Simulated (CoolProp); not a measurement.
Saturated liquid density (kg/m³) of nitrogen: the reference equation beside estimates from Tc = 126.2 K, pc = 33.96 bar, ω = 0.037. Rackett uses Z = 0.29056 − 0.08775 ω.

Values from CoolProp's reference Helmholtz-energy equation of state, Span 2000.

| T (K) | reference | Rackett | Redlich-Kwong | Soave-Redlich-Kwong | Peng-Robinson |
|---|---|---|---|---|---|
| 94.6 | 720.5 | 730.8 | 708.3 | 706.2 | 800.2 |
| 96.5 | 709.8 | 720.1 | 694.5 | 693.0 | 785.3 |
| 98.5 | 698.3 | 708.4 | 679.6 | 678.4 | 768.9 |
| 100.4 | 686.9 | 697.0 | 664.7 | 664.0 | 752.7 |
| 102.3 | 675.1 | 685.2 | 649.3 | 649.0 | 735.6 |
| 104.2 | 662.9 | 672.9 | 633.2 | 633.3 | 717.6 |
| 106.1 | 650.0 | 660.0 | 616.3 | 616.8 | 698.7 |
| 108.1 | 635.8 | 645.8 | 597.7 | 598.5 | 677.7 |
| 110 | 621.5 | 631.5 | 578.9 | 580.1 | 656.4 |
| 111.9 | 606.2 | 616.4 | 559.1 | 560.5 | 633.7 |
| 113.8 | 589.8 | 600.1 | 538.0 | 539.6 | 609.3 |
| 115.7 | 571.9 | 582.4 | 515.2 | 517.0 | 582.9 |
| 117.7 | 551.1 | 561.9 | 489.1 | 490.9 | 552.4 |
| 119.6 | 528.6 | 539.7 | 461.5 | 463.3 | 519.9 |
| 121.5 | 502.0 | 513.6 | 430.0 | 431.7 | 482.5 |

Absolute difference from the reference over all 15 rows, mean and median: Rackett 1.7 and 1.6 %, Redlich-Kwong 6.7 and 6.0 %, Soave-Redlich-Kwong 6.6 and 5.9 %, Peng-Robinson 6.3 and 6.6 %.
